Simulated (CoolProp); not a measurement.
Values from CoolProp's reference Helmholtz-energy equation of state, Lemmon 2006. It is a short technical equation, of lower accuracy than the large ones.

Question: For C2F6 (R116), give the phase and the Z, isothermal compressibility (1/MPa), expansivity (1/kK) at 343.9 K and 5.58 MPa; 384.5 K and 5.58 MPa.

Answer: 
- 343.9 K and 5.58 MPa: supercritical; Z 0.606, isothermal compressibility 0.278, expansivity 13.6
- 384.5 K and 5.58 MPa: supercritical; Z 0.781, isothermal compressibility 0.220, expansivity 6.34
